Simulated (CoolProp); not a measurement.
Vapour-liquid equilibrium of carbon dioxide (1) + CHF3 (R23) (2) at 9.35 bar; x and y are mole fractions of (1).

Values from CoolProp's multi-fluid Helmholtz-energy mixture model, Span 1996 and Penoncello 2003; pair parameters Bell 2016.

Give the bubble temperature and the first vapour's composition at x = 0.35, 0.725, 0.95. Is there an azeotrope?

x = 0.35: -37.3 °C, y = 0.434; x = 0.725: -40.7 °C, y = 0.769; x = 0.95: -41.8 °C, y = 0.955. No azeotrope shows between x = 0.05 and 0.95.

Pair parameters are fitted to limited data, so mixtures are less certain than the pure fluids.
